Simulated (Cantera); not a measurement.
An isothermal, constant-pressure homogeneous reactor starts with NO : N₂ = 1 : 0.61 (molar parts), at 1675 K and 1.01 bar.

Computed with Cantera and GRI-Mech 3.0 (53 species, 325 reactions).

### Question
Predict: x(NO) at 300 s; x(O) at 300 s; x(O₂) at 300 s; x(N₂) at 300 s; x(N₂O) at 300 s; x(NO₂) at 300 s.

### Answer
```
Property                                           Value
---------------  ---------------------------------------
x(NO) at 300 s    0.0118 (gas-phase equilibrium 0.00300)
x(O) at 300 s    1.89e-5 (gas-phase equilibrium 1.90e-5)
x(O₂) at 300 s       0.305 (gas-phase equilibrium 0.309)
x(N₂) at 300 s       0.684 (gas-phase equilibrium 0.688)
x(N₂O) at 300 s  2.11e-7 (gas-phase equilibrium 1.66e-7)
x(NO₂) at 300 s  4.73e-5 (gas-phase equilibrium 1.21e-5)
```
